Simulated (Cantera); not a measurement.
Cantera with NASA thermochemical tables; ideal gases at 1 bar, condensed phases pure. Values are per mole of reaction as written; species without (g) are pure solids or liquids, kept so even where they would boil at 1 bar.

N2(g) + 8 Cl(g) + 4 Li2O → 8 LiCl + 2 NO2(g), with ΔH° = -1773.2 kJ and ΔS° = -709.8 J/K at 300 K.

How far is the shortcut ΔG° ≈ ΔH°(300 K) − T·ΔS°(300 K) from the full temperature-dependent value at 1400, 1425, 1450, 1475, 1500, 1525, 1550, 1575, 1600 K?


```
T (K)  shortcut (kJ)  full (kJ)  difference (kJ)  difference in log10 K  condensed phases
-----  -------------  ---------  ---------------  ---------------------  ----------------
1400          -779.4     -909.8            130.4                  -4.87  Li2O(s), LiCl(l)
1425          -761.6     -897.9            136.3                  -5.00  Li2O(s), LiCl(l)
1450          -743.9     -886.0            142.1                  -5.12  Li2O(s), LiCl(l)
1475          -726.2     -874.2            148.0                  -5.24  Li2O(s), LiCl(l)
1500          -708.4     -862.3            153.9                  -5.36  Li2O(s), LiCl(l)
1525          -690.7     -850.4            159.7                  -5.47  Li2O(s), LiCl(l)
1550          -672.9     -838.5            165.6                  -5.58  Li2O(s), LiCl(l)
1575          -655.2     -826.6            171.4                  -5.69  Li2O(s), LiCl(l)
1600          -637.4     -814.7            177.3                  -5.79  Li2O(s), LiCl(l)
```
The shortcut ignores heat capacities and the phase changes listed.
